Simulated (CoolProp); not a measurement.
A simple Rankine cycle with n-perfluoropentane: condensing at 290.15 K, boiler at 1.02 MPa, turbine inlet 400.8 K, turbine efficiency 0.6, pump efficiency 0.8, no recuperator. Each further row changes one setting.

The numbers come from the reference Helmholtz-energy equation of state, Gao 2022 in CoolProp.

| case | thermal efficiency (%) | net work (kJ/kg) | heat in (kJ/kg) | turbine exit temperature (K) | volume ratio over the turbine |
|---|---|---|---|---|---|
| as stated | 8.8 | 15.9 | 180 | 371.9 | 19.8 |
| turbine inlet 420.8 K | 8.5 | 17.1 | 201 | 393.2 | 18.6 |
| condensing temperature 282.15 K | 9.5 | 17.9 | 189 | 369.4 | 27.6 |
| boiler pressure 0.714 MPa | 7.9 | 14.6 | 185 | 378.0 | 12.5 |
| turbine efficiency 0.5 | 7.3 | 13.1 | 180 | 374.9 | 19.9 |
